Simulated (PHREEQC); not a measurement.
A solution holds 4.6 mmol/kgw KOH, 0.0014 mmol/kgw H4SiO4 and 0.58 mmol/kgw (CH3)4NCl, at 20 °C. Closed to the air; pH follows from the charge balance.

Equilibrium calculation in PHREEQC: ion-association model, wateq4f.dat.

| quantity | before | after |
|---|---|---|
| pH | 11.80 | 11.97 |
| H3SiO4- (mol/kgw) | 1.33e-6 | 1.31e-6 |
| H4SiO4 (mol/kgw) | 1.60e-8 | 1.05e-8 |
| SI of Quartz (SiO2) | -3.74 | -3.92 |

**Question.** Which change was made?
(A) KOH from 0.0046 to 0.0069 mol/kgw
(B) (CH3)4NCl replaced by AlCl3 at the same molality
(C) temperature from 20 to 5 °C
(D) KOH left out
(E) H4SiO4 from 1.4e-06 to 2.1e-06 mol/kgw

**Answer.** A, KOH from 0.0046 to 0.0069 mol/kgw

This is a speciation only: nothing precipitates in the calculation. (CH3)4N+ isn't in the database: it is added as a free cation with an ion size of 4 Å.
